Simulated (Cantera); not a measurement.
A closed system holds: 1 mol C2H2, 18 mol H2, 0.14 mol H2O, equilibrated at 923 K and 1 atm.

Equilibrium computed with Cantera from the NASA thermochemical tables; the gas is ideal and each condensed phase is pure. Candidate condensed phases: C, C6H6, C7H8, C8H18, H2O; 110 gas species. Kinetics and transport are ignored.

Base state: H2 0.878, CH4 0.114, H2O 0.00554, CO 0.00252, CO2 3.25e-5 (mole fractions); condensed: gas only.

Task: What changes in the equilibrium state with this change: pressure from 1 atm to 70.0 Pa?

Result: 
```tsv
species	before	after
H2	0.878	0.993
CO	0.00252	0.00725
CH4	0.114	0.000160
H2O	0.00554	7.78e-6
CO2	3.25e-5	1.16e-7
C(graphite), mol	0	1.86
```
